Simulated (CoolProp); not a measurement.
Properties of ammonia along the isotherm 188.45 °C.

Values from CoolProp's reference Helmholtz-energy equation of state, Gao 2020.

| p (kPa) | phase | cv (kJ/(kg K)) | isothermal compressibility (1/MPa) |
|---|---|---|---|
| 180 | gas | 1.906 | 5.576 |
| 369 | gas | 1.913 | 2.731 |
| 758 | gas | 1.928 | 1.340 |
| 1560 | gas | 1.958 | 0.6627 |
| 3200 | gas | 2.023 | 0.3358 |
| 6560 | gas | 2.162 | 0.1799 |
| 13500 | supercritical | 2.478 | 0.1149 |
| 27700 | supercritical | 2.718 | 0.03696 |
| 56800 | supercritical | 2.614 | 0.005536 |
